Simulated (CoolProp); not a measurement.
Model: reference Helmholtz-energy equation of state, Gao 2022, in CoolProp.

**Question.** For n-perfluorohexane, give the phase and the Z, cp (kJ/(kg K)), speed of sound (m/s), expansivity (1/kK) at -19.25 °C and 0.0433 MPa.

**Answer.** 
- -19.25 °C and 0.0433 MPa: liquid; Z 0.00385, cp 0.978, speed of sound 633, expansivity 1.53
